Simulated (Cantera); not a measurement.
A perfectly stirred reactor is fed with CH₄ : O₂ : N₂ = 1 : 2.17 : 12 (molar parts), equivalence ratio 0.92, at 4.70 bar; it is adiabatic with a 373 K inlet, and is followed from long to short residence time, starting on the burning branch (τ in s: 0.084, 0.033, 0.013, 0.0052, 0.002, 0.00081, 0.00032, 0.00013, 5e-05, 2e-05).

Detailed kinetics in Cantera: GRI-Mech 3.0 (53 species, 325 reactions).

One state of this run: T (K) = 1780; x CH₄ = 0.000192; x O₂ = 0.0155; x C₂H₆ = 8.38e-8; x C₂H₂ = 4.72e-7; x CH₃ = 4.45e-5; x O = 0.000313; x C₂H₄ = 5.70e-7. x: mole fraction; the columns are a selection and need not sum to one.

Q: Which value of τ (s) does it belong to?
A) 2.0e-5
B) 0.0020
C) 0.00081
D) 0.00032

A: C, 0.00081
